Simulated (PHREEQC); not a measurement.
Buffer: speciation

Make-up at 25 °C: 0.15 mol KH2PO4 and 0.0042 mol Na2B4O7 per kg of water. Closed to the air; pH follows from the charge balance.

Model: ion-association model, phreeqc.dat, run in PHREEQC.

Precipitation was switched off in this run.

Task: What pH, specific conductance does the model give?

Result: pH 5.57; specific conductance 13300 µS/cm.

Task: In which forms is P present?

Result: H2PO4- 94 %, HPO4-2 5.1 % of the P.
